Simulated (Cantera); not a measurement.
# CuO + CO (carbothermic reduction)

Charge: 1 mol CuO, 8.6 mol CO, at 1000 K and 0.0133 bar.

These are equilibrium values from Cantera (NASA tables, ideal gas, pure condensed phases), not measurements of a reactor. Candidate condensed phases: C, Cu, CuO, Cu2O; 15 gas species. The numbers say what is thermodynamically allowed, not how fast it happens.

```json
{
  "x(CO)": "0.884",
  "x(CO2)": "0.116",
  "n(Cu(s))": "1.00 mol",
  "gas_amount": "8.600 mol",
  "log10 activity of C(graphite) (absent)": "-1.29"
}
```
